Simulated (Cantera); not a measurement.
Input (Python, Cantera):

```python
import numpy as np
import cantera as ct

gas = ct.Solution("gri30.yaml")
gas.TPX = 1625, 13332, {'CH4': 1, 'CO2': 0.8, 'H2': 8.9}
reactor = ct.IdealGasConstPressureReactor(gas, energy="off", clone=False)
net = ct.ReactorNet([reactor])
net.rtol, net.atol = 1e-08, 1e-18
show = ['CH4', 'CO2', 'H2', 'HCO', 'CH2CO']
times = np.geomspace(5e-06, 200, 14)

steps = ct.SolutionArray(gas, extra=["t"])
rows = []
print(f"{'t/s':>10s}{'T/K':>9s}{'P/Pa':>11s}" + "".join(f"{s:>11s}" for s in show))
for t in times:
    while net.time < t:
        t_next = net.step()
        steps.append(gas.state, t=t_next)
    rows.append([np.interp(t, steps.t, y) for y in (steps.T, steps.P, *steps(*show).X.T)])
    print(f"{t:10.3e}{rows[-1][0]:9.1f}{rows[-1][1]:11.4g}" + "".join(f"{x:11.3e}" for x in rows[-1][2:]))
rate = np.gradient(steps.T, steps.t)
print("integrator steps:", len(steps.t))
if steps.T.max() > steps.T[0] + 200:
    print(f"time of steepest temperature rise: {steps.t[rate.argmax()]:.4e} s")
gas.TPX = 1625, 13332, {'CH4': 1, 'CO2': 0.8, 'H2': 8.9}
gas.equilibrate("TP")
print(f"equilibrium (TP): T = {gas.T:.1f} K  " + "  ".join(f"{s} {gas[s].X[0]:.3e}" for s in show))
```

It prints:

```
       t/s      T/K       P/Pa        CH4        CO2         H2        HCO      CH2CO
 5.000e-06   1625.0  1.333e+04  9.346e-02  7.477e-02  8.318e-01  9.055e-18  1.735e-20
 1.922e-05   1625.0  1.333e+04  9.346e-02  7.477e-02  8.318e-01  6.864e-17  3.376e-18
 7.388e-05   1625.0  1.333e+04  9.345e-02  7.477e-02  8.318e-01  2.728e-15  6.706e-16
 2.840e-04   1625.0  1.333e+04  9.343e-02  7.476e-02  8.318e-01  4.568e-13  1.402e-13
 1.092e-03   1625.0  1.333e+04  9.333e-02  7.466e-02  8.316e-01  6.519e-11  2.847e-11
 4.196e-03   1625.0  1.333e+04  9.292e-02  7.351e-02  8.306e-01  1.014e-09  2.981e-09
 1.613e-02   1625.0  1.333e+04  9.107e-02  6.730e-02  8.256e-01  1.350e-09  4.430e-08
 6.200e-02   1625.0  1.333e+04  8.432e-02  4.771e-02  8.106e-01  1.416e-09  2.666e-07
 2.383e-01   1625.0  1.333e+04  6.438e-02  1.326e-02  7.899e-01  1.605e-09  1.138e-06
 9.161e-01   1625.0  1.333e+04  3.215e-02  1.932e-03  8.014e-01  1.698e-09  2.270e-06
 3.521e+00   1625.0  1.333e+04  1.272e-02  1.743e-03  8.185e-01  1.821e-09  2.357e-06
 1.354e+01   1625.0  1.333e+04  7.946e-03  1.447e-03  8.329e-01  2.194e-09  1.303e-06
 5.203e+01   1625.0  1.333e+04  4.644e-03  7.434e-04  8.500e-01  2.722e-09  3.358e-07
 2.000e+02   1625.0  1.333e+04  2.602e-03  1.443e-04  8.603e-01  3.063e-09  4.787e-08
integrator steps: 1185
equilibrium (TP): T = 1625.0 K  CH4 2.162e-03  CO2 3.487e-08  H2 8.624e-01  HCO 3.138e-09  CH2CO 1.524e-08
```

Model: GRI-Mech 3.0 (53 species, 325 reactions), integrated in Cantera.
